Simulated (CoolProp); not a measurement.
Model: reference Helmholtz-energy equation of state, Gao 2022, in CoolProp.

### Question
Give the vapour pressure (MPa), enthalpy of vaporisation (kJ/kg), liquid cp (kJ/(kg K)), vapour Z of saturated n-perfluoropentane at 247.8, 266.2, 272.3 K.

### Answer
```
T (K)  p (MPa)  enthalpy of vaporisation (kJ/kg)  liquid cp (kJ/(kg K))  vapour Z
-----  -------  --------------------------------  ---------------------  --------
247.8  0.00781                               105                  0.950     0.992
266.2   0.0214                               101                  0.985     0.983
272.3   0.0288                              99.0                  0.997     0.978
```
